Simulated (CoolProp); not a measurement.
Vapour-liquid equilibrium of acetone (1) + dimethyl carbonate (2) at 171.45 °C; x and y are mole fractions of (1).

The numbers come from the multi-fluid Helmholtz-energy mixture model, Lemmon 2006 and Zhou 2011; pair parameters Bell 2016 in CoolProp.

| x | bubble pressure (bar) | y at the bubble point | dew pressure at overall composition x (bar) | liquid density (mol/L) |
|---|---|---|---|---|
| 0.05 | 8.360 | 0.096 | 8.122 | 9.433 |
| 0.125 | 9.056 | 0.219 | 8.516 | 9.485 |
| 0.2 | 9.727 | 0.323 | 8.945 | 9.537 |
| 0.275 | 10.38 | 0.414 | 9.410 | 9.590 |
| 0.35 | 11.03 | 0.495 | 9.916 | 9.642 |
| 0.425 | 11.67 | 0.569 | 10.47 | 9.693 |
| 0.5 | 12.32 | 0.638 | 11.07 | 9.743 |
| 0.575 | 12.98 | 0.702 | 11.72 | 9.792 |
| 0.65 | 13.66 | 0.761 | 12.45 | 9.838 |
| 0.725 | 14.35 | 0.818 | 13.24 | 9.881 |
| 0.8 | 15.06 | 0.871 | 14.12 | 9.919 |
| 0.875 | 15.79 | 0.922 | 15.11 | 9.952 |
| 0.95 | 16.54 | 0.970 | 16.22 | 9.978 |

No azeotrope shows between x = 0.05 and 0.95.

The pair parameters rest on a limited set of measurements; away from them the model extrapolates.
